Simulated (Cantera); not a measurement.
Thermodynamics of aluminium nitride and oxide growth, feed AlBr3 + N2O + H2

A closed system holds: 1 mol AlBr3, 3.6 mol N2O, 530 mol H2, equilibrated at 0.133 bar.

These are equilibrium values from Cantera (NASA tables, ideal gas, pure condensed phases), not measurements of a reactor. Candidate condensed phases: Al, AlBr3, AlN, Al2O3, Br2, H2O; 41 gas species. The tables' values for AlOH are old estimates; treat these amounts as uncertain. Kinetics and transport are ignored.

From 923 K to 2223 K the condensed part is Al2O3(s).

| T (K) | log p H2 | log p H | log p N2 | log p HBr | log p H2O | n Al2O3(s) |
|---|---|---|---|---|---|---|
| 923 | -0.88 | -10.05 | -3.05 | -3.13 | -3.28 | 0.500 |
| 1023 | -0.88 | -8.82 | -3.05 | -3.13 | -3.28 | 0.500 |
| 1123 | -0.88 | -7.81 | -3.05 | -3.13 | -3.28 | 0.500 |
| 1223 | -0.88 | -6.96 | -3.05 | -3.13 | -3.28 | 0.500 |
| 1323 | -0.88 | -6.24 | -3.05 | -3.13 | -3.28 | 0.500 |
| 1423 | -0.88 | -5.62 | -3.05 | -3.13 | -3.28 | 0.500 |
| 1523 | -0.88 | -5.08 | -3.05 | -3.13 | -3.28 | 0.500 |
| 1623 | -0.88 | -4.60 | -3.05 | -3.13 | -3.28 | 0.500 |
| 1723 | -0.88 | -4.18 | -3.05 | -3.14 | -3.28 | 0.500 |
| 1823 | -0.88 | -3.80 | -3.05 | -3.15 | -3.28 | 0.499 |
| 1923 | -0.88 | -3.47 | -3.05 | -3.16 | -3.28 | 0.497 |
| 2023 | -0.88 | -3.16 | -3.05 | -3.18 | -3.27 | 0.486 |
| 2123 | -0.89 | -2.89 | -3.05 | -3.22 | -3.25 | 0.448 |
| 2223 | -0.89 | -2.64 | -3.05 | -3.27 | -3.20 | 0.342 |
log p: log10 of the partial pressure in bar; n: condensed amount in mol.
